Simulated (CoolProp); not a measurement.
Model: reference Helmholtz-energy equation of state, Lemmon 2006, in CoolProp. It is a short technical equation, of lower accuracy than the large ones.

Q: Give the vapour pressure (MPa), enthalpy of vaporisation (kJ/kg), vapour Z, surface tension (mN/m) of saturated C2F6 (R116) at -12.35, 6.15 °C.

A: 
| T (°C) | p (MPa) | enthalpy of vaporisation (kJ/kg) | vapour Z | surface tension (mN/m) |
|---|---|---|---|---|
| -12.35 | 1.31 | 76.8 | 0.720 | 2.82 |
| 6.15 | 2.16 | 54.9 | 0.577 | 0.969 |

Surface tension comes from a separate correlation (Mulero 2012).
